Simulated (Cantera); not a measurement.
Input (Python, Cantera) and output of one run.

```python
import numpy as np
import cantera as ct

gas_names = """
    AL ALCL ALCL2 ALCL3 ALH AL2 AL2CL6 CL CL2 H HCL H2
""".split()
cond_names = """
    AL(cr) AL(L) ALCL3(s) ALCL3(L)
""".split()


# ... load() reads the species with a 1 bar reference pressure and builds the phases ...
atoms = {
    'Al': {'AL': 1},
    'HCl': {'H': 1, 'CL': 1},
    'H2': {'H': 2},
}
top_T = {}  # K; cautious upper limits of use, not melting points


# ... equilibrate(T, P, feed) seeds the gas with the atoms and calls Mixture.equilibrate('TP', solver="vcs", rtol=1e-11, max_steps=5000) ...
results = []
T = 950  # K
P = 23  # Pa
for m in [1.9, 2.3, 2.7, 3.1, 3.6, 4.3, 5, 5.8, 6.8, 8]:
    feed = {'Al': 1, 'HCl': m, 'H2': 2}  # mol
    mix = equilibrate(T, P, feed)
    results.append((T, P, feed, dict(zip(mix.species_names, mix.species_moles))))

top = {s: max(r[3][s] / sum(r[3][g] for g in gas_names) for r in results) for s in gas_names}
cols = sorted((s for s in top if top[s] > 1e-05), key=lambda s: -top[s])[:8]
seen = [c for c in cond_names if any(r[3].get(c, 0) > 1e-12 for r in results)]
print("log10 of partial pressures in bar; condensed amounts in mol")
print(f"{'n(HCl)':>10s}" + "".join(f"{s[:9]:>10s}" for s in cols + seen))
for T, P, feed, n in results:
    ng = sum(n[g] for g in gas_names)
    print(f"{feed['HCl']:10.4g}" + "".join(f"{np.log10(max(n[s] / ng * P / 1e5, 1e-99)):10.3f}" for s in cols)
          + "".join(f"{n.get(c, 0):10.4g}" for c in seen))
```

It prints:

```
log10 of partial pressures in bar; condensed amounts in mol
    n(HCl)        H2       HCL     ALCL3      ALCL     ALCL2
       1.9    -3.765    -7.559    -4.598    -4.507    -5.721
       2.3    -3.758    -7.371    -4.454    -4.732    -5.761
       2.7    -3.752    -7.117    -4.354    -5.133    -5.912
       3.1    -3.757    -5.299    -4.301    -8.722    -7.680
       3.6    -3.802    -4.568    -4.346   -10.274    -8.478
       4.3    -3.858    -4.288    -4.402   -10.945    -8.842
         5    -3.907    -4.150    -4.451   -11.319    -9.054
       5.8    -3.958    -4.054    -4.502   -11.612    -9.225
       6.8    -4.013    -3.978    -4.557   -11.877    -9.385
         8    -4.072    -3.917    -4.616   -12.115    -9.534
```

These are equilibrium values from Cantera (NASA tables, ideal gas, pure condensed phases), not measurements of a reactor. The tables' values for AlCl2 are old estimates; treat these amounts as uncertain.
